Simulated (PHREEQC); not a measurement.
A column of 0.1 m (30 cells, dispersivity 0.008 m, 60 s a shift, diffusion coefficient 3e-10 m²/s) holds 0.037 eq of the database's cation exchanger X per kg of pore water, first in equilibrium with 0.045 mol LiCl, 0.014 mol MnCl2 and 1e-05 mol HCl per kg of water. It is flushed with 29 mmol/kgw KCl and 0.01 mmol/kgw HCl, at 15 °C. Values are for the last cell. The system is closed to CO2. Nothing may precipitate in this run.

The series has 31 steps of pore volumes, from 0 to 5.017.

The numbers come from PHREEQC with the ion-association model, phreeqc.dat.

Problem. After how many pore volumes does K at the outlet first reach half of its feed value?

Solution. By 2.0 pore volumes.

Complexes and solids missing from the database can't appear.
